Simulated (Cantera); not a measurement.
Charge: 1 mol Al, 1.6 mol Cl2, 3.9 mol H2, held at 650 K and 750 Torr.

Equilibrium computed with Cantera from the NASA thermochemical tables; the gas is ideal and each condensed phase is pure. Candidate condensed phases: Al, AlCl3; 12 gas species. Rates play no part.

Base state: H2 0.835, Al2Cl6 0.0991, HCl 0.0440, AlCl3 0.0216 (mole fractions); condensed: gas only.

Task: What changes in the equilibrium state with this change: temperature from 650 K to 848.15 K?

Result: 
```csv
species,before,after
H2,0.835,0.781
AlCl3,0.0216,0.150
HCl,0.0440,0.0411
Al2Cl6,0.0991,0.0276
```
